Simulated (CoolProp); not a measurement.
Dimethyl carbonate at 434.33 K and 0.27 MPa is compressed adiabatically to 0.52 MPa with isentropic efficiency 0.8. Each further row changes one setting.

Model: reference Helmholtz-energy equation of state, Zhou 2011, in CoolProp.

```tsv
case	work (kJ/kg)	final temperature (K)	final density (kg/m³)
as stated	31.6	457.5	13.3
efficiency 1	25.3	453.6	13.4
efficiency 0.65	38.9	461.9	13.1
```
